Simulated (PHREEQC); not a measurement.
Consider water at 25 °C with 17.5 mmol/kgw HF, 3 mmol/kgw NaOH and 14 mmol/kgw NaCl. Closed to the air; pH follows from the charge balance.

Model: ion-association model, phreeqc.dat, run in PHREEQC.

Precipitation was switched off in this run.

**Question.** Order these F species by the share of F that they hold, largest first: HF2-, HF, F-, NaF.

**Answer.** HF (69 %), F- (28 %), HF2- (2.6 %), NaF (0.21 %)

The pH is 2.72 and the ionic strength 0.0191 mol/kgw. Complexes and solids missing from the database can't appear.
